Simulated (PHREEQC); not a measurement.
Polishing slurry liquid: speciation

A solution holds 0.0012 mol NH3 and 0.0012 mol CO2 per kg of water, at 82 °C. Closed to the air; pH follows from the charge balance.

Model: ion-association model, phreeqc.dat, run in PHREEQC.

Each row changes one thing in this solution. Precipitation was switched off in this run.

```
case                                          pH  ionic strength (mol/kgw)  NH4+ (mol/kgw)  NH3 (mol/kgw)
------------------------------------------  ----  ------------------------  --------------  -------------
as made                                     7.06                   0.00102         0.00102       0.000183
CO2 from 0.0012 to 0.0018 mol/kgw           6.56                   0.00114         0.00114        6.42e-5
diluted 5-fold with water                   7.04                  0.000204        0.000204        3.61e-5
CO2 left out                                8.68                  0.000138        0.000138        0.00106
CO2 from 0.0012 to 0.00012 mol/kgw          8.47                  0.000210        0.000208       0.000992
CO2 replaced by K2CO3 at the same molality  9.50                   0.00269         2.42e-5        0.00118
diluted 100-fold with water                 6.83                   1.10e-5         1.08e-5        1.19e-6
```

Constants without temperature data keep their 25 °C values here.
